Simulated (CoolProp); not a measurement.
Octamethylcyclotetrasiloxane (D4) at several states: Z from the reference equation and from simpler models built on Tc = 586.5 K, pc = 1.347 MPa, ω = 0.598; each cubic takes its own stable root.

Values from CoolProp's reference Helmholtz-energy equation of state, Thol 2015.

```csv
T (K),p (MPa),phase,reference,Redlich-Kwong,Soave-Redlich-Kwong
596.5,0.0658,gas,0.9837,0.9840,0.9843
449.4,3.1,liquid,(withheld),0.3679,(withheld)
558.1,0.0381,gas,0.9879,0.9888,0.9882
384.2,3.67,liquid,(withheld),(withheld),(withheld)
```

Problem. Complete the blanks.

Solution. 
- 449.4, reference: 0.3157
- 449.4, Soave-Redlich-Kwong: 0.3430
- 384.2, reference: 0.3965
- 384.2, Redlich-Kwong: 0.4621
- 384.2, Soave-Redlich-Kwong: 0.4347
